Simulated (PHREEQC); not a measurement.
1 kg of water holding 0.014 mol SrCl2, 0.52 mol CaCl2, 0.0082 mol MgCl2, 0.021 mol NaCl and 0.028 mol KCl is evaporated at 15 °C; the solids stay in contact with the brine. CO2 from the air is kept out. Solids allowed: Bischofite, Brucite, Carnallite, Halite, Portlandite, Sylvite, MgCl2_4H2O. Others were left out.

Equilibrium calculation in PHREEQC: Pitzer model, pitzer.dat.

```csv
water left (kg),ionic strength,water activity,Halite (mol),Sr in solution (mol/kgw),Ca in solution (mol/kgw),Mg in solution (mol/kgw)
1,1.68,0.971,0,0.0140,0.520,0.00820
0.8219,2.04,?,0,0.0170,0.633,0.00998
0.6755,2.48,?,0,0.0207,0.770,0.0121
0.4563,3.67,?,0,0.0307,1.14,0.0180
0.375,4.47,?,0,0.0373,1.39,0.0219
0.3082,5.44,?,0,0.0454,1.69,0.0266
0.2533,6.61,?,0,0.0553,2.05,0.0324
0.2082,8.05,0.784,0,0.0672,2.50,0.0394
0.1407,11.9,?,0,0.0995,3.70,0.0583
0.1156,14.5,0.517,0,0.121,4.50,0.0709
0.09502,17.6,0.393,0.00319,0.147,5.47,0.0863
```

Task: Some entries are withheld; supply them.

Result: 
- 0.8219, water activity: 0.964
- 0.6755, water activity: 0.955
- 0.4563, water activity: 0.927
- 0.375, water activity: 0.905
- 0.3082, water activity: 0.876
- 0.2533, water activity: 0.836
- 0.1407, water activity: 0.626
